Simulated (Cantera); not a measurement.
Cantera with NASA thermochemical tables; ideal gases at 1 bar, condensed phases pure. Values are per mole of reaction as written; species without (g) are pure solids or liquids, kept so even where they would boil at 1 bar.

### Question
Between 450 and 700 K, where is each reaction favourable under standard conditions?
- Ca + Br2(g) → CaBr2
- Hg + Br2(g) → HgBr2
- Mg + Br2(g) → MgBr2

### Answer
- Ca + Br2(g) → CaBr2: ΔG° is -643 kJ at 450 K and -606 kJ at 700 K; it stays negative (K > 1). ΔH° is -709 kJ and ΔS° -147 J/K at 700 K.
- Hg + Br2(g) → HgBr2: ΔG° is -133 kJ at 450 K and -104 kJ at 700 K; it stays negative (K > 1). ΔH° is -172 kJ and ΔS° -97 J/K at 700 K.
- Mg + Br2(g) → MgBr2: ΔG° is -483 kJ at 450 K and -445 kJ at 700 K; it stays negative (K > 1). ΔH° is -549 kJ and ΔS° -148 J/K at 700 K.
